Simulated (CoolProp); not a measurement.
Computed with CoolProp (reference Helmholtz-energy equation of state, Leachman 2009).

For normal hydrogen, give the phase and the cp (kJ/(kg K)), Joule-Thomson coefficient (K/MPa) at 35.4 K and 0.0194 MPa.


- 35.4 K and 0.0194 MPa: gas; cp 10.4, Joule-Thomson coefficient 7.94
